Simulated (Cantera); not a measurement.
A perfectly stirred reactor is fed with C2H6 : N2 = 1 : 44 (molar parts), at 360 Pa; it is held at 1975 K, and followed from long to short residence time.

Model: GRI-Mech 3.0 (53 species, 325 reactions), integrated in Cantera. GRI-Mech 3.0 stops at C3 and has no aromatics, soot or wall deposition, so with more carbon than oxygen in the feed, carbon stays in small species such as C2H2 where larger ones or solid carbon would form. Radical loss at walls, strong at low pressure, is not modelled.

What does this change do: N2 44 to 430 parts?


```
quantity                  before     after
----------------------  --------  --------
x(C2H6) at τ = 2.10 s    2.67e-6   3.59e-7
x(CH3) at τ = 2.10 s    0.000362   9.48e-5
x(C2H) at τ = 2.10 s     1.02e-5   1.59e-6
x(C2H2) at τ = 2.10 s     0.0200   0.00180
x(H2) at τ = 2.10 s       0.0407   0.00427
x(C2H6) at τ = 63.0 ms   8.43e-5   1.15e-5
x(CH3) at τ = 63.0 ms    0.00230  0.000636
x(C2H) at τ = 63.0 ms    1.35e-5   3.25e-6
x(C2H2) at τ = 63.0 ms    0.0181   0.00164
x(H2) at τ = 63.0 ms      0.0351   0.00331
```

What does this change do: pressure from 360 Pa to 1330 Pa?


```csv
quantity,before,after
x(C2H6) at τ = 2.10 s,2.67e-6,8.96e-7
x(CH3) at τ = 2.10 s,0.000362,0.000176
x(C2H) at τ = 2.10 s,1.02e-5,9.62e-6
x(C2H2) at τ = 2.10 s,0.0200,0.0196
x(H2) at τ = 2.10 s,0.0407,0.0413
x(C2H6) at τ = 63.0 ms,8.43e-5,2.95e-5
x(CH3) at τ = 63.0 ms,0.00230,0.00117
x(C2H) at τ = 63.0 ms,1.35e-5,1.10e-5
x(C2H2) at τ = 63.0 ms,0.0181,0.0194
x(H2) at τ = 63.0 ms,0.0351,0.0380
```
